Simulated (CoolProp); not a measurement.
Vapour-liquid equilibrium of R113 (1) + n-hexane (2) at 135.45 °C; x and y are mole fractions of (1).

The numbers come from the multi-fluid Helmholtz-energy mixture model, Marx 1992 and Thol 2019; pair parameters Bell 2016 in CoolProp.

| x | bubble pressure (MPa) | y at the bubble point | dew pressure at overall composition x (MPa) | liquid density (mol/L) |
|---|---|---|---|---|
| 0.05 | 0.5885 | 0.086 | 0.5768 | 6.276 |
| 0.125 | 0.6271 | 0.198 | 0.6016 | 6.297 |
| 0.2 | 0.6630 | 0.295 | 0.6278 | 6.320 |
| 0.275 | 0.6965 | 0.382 | 0.6554 | 6.344 |
| 0.35 | 0.7277 | 0.459 | 0.6841 | 6.371 |
| 0.425 | 0.7570 | 0.531 | 0.7138 | 6.399 |
| 0.5 | 0.7845 | 0.598 | 0.7443 | 6.430 |
| 0.575 | 0.8103 | 0.661 | 0.7750 | 6.463 |
| 0.65 | 0.8346 | 0.723 | 0.8056 | 6.498 |
| 0.725 | 0.8575 | 0.782 | 0.8355 | 6.537 |
| 0.8 | 0.8790 | 0.841 | 0.8641 | 6.579 |
| 0.875 | 0.8991 | 0.900 | 0.8907 | 6.623 |
| 0.95 | 0.9178 | 0.960 | 0.9149 | 6.672 |

No azeotrope shows between x = 0.05 and 0.95.

The pair parameters rest on a limited set of measurements; away from them the model extrapolates.
